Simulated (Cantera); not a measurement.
Source: NASA polynomial tables (part measured, part estimated), evaluated in Cantera. Values are per mole of reaction as written; species without (g) are pure solids or liquids, kept so even where they would boil at 1 bar.

Q: Between 2073 and 2523 K, where is each reaction favourable under standard conditions?
- 4 N(g) + 6 H2S(g) ⇌ 3 S2(g) + 4 NH3(g)
- NH3(g) ⇌ N(g) + 3 H(g)
- 2 N2(g) + 6 H2S(g) ⇌ 4 NH3(g) + 3 S2(g)

A: 
- 4 N(g) + 6 H2S(g) ⇌ 3 S2(g) + 4 NH3(g): ΔG° is -686 kJ at 2073 K and -488 kJ at 2523 K; it stays negative (K > 1). ΔH° is -1598 kJ and ΔS° -440 J/K at 2523 K.
- NH3(g) ⇌ N(g) + 3 H(g): ΔG° is 460 kJ at 2073 K and 295 kJ at 2523 K; it stays positive (K < 1). ΔH° is 1221 kJ and ΔS° 367 J/K at 2523 K.
- 2 N2(g) + 6 H2S(g) ⇌ 4 NH3(g) + 3 S2(g): ΔG° is 679 kJ at 2073 K and 757 kJ at 2523 K; it stays positive (K < 1). ΔH° is 327 kJ and ΔS° -170 J/K at 2523 K.
